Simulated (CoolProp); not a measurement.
Ethylene along the isobar 5.27 MPa: density (kg/m³) from the reference equation and from simpler models built on Tc = 282.4 K, pc = 5.042 MPa, ω = 0.087; each cubic takes its own stable root.

Computed with CoolProp (reference Helmholtz-energy equation of state, Smukala 2000).

```tsv
T (K)	phase	reference
201.7	liquid	526.1
218.1	liquid	499.7
234.4	liquid	470.3
250.8	liquid	435.3
267.1	liquid	389.2
283.5	supercritical	273.0
299.8	supercritical	97.10
316.2	supercritical	79.84
```

### Question
How far does each simpler model (van der Waals, Redlich-Kwong, Soave-Redlich-Kwong, Peng-Robinson) lie from the reference over these 8 states: mean and median of the absolute difference, and the worst?

### Answer
- van der Waals: mean 24.1 %, median 32.6 %, worst -33.2 % at 201.7 K and 5.27 MPa
- Redlich-Kwong: mean 7.3 %, median 6.3 %, worst -18.4 % at 283.5 K and 5.27 MPa
- Soave-Redlich-Kwong: mean 6.9 %, median 5.5 %, worst -19.0 % at 283.5 K and 5.27 MPa
- Peng-Robinson: mean 5.7 %, median 5.0 %, worst -11.7 % at 283.5 K and 5.27 MPa
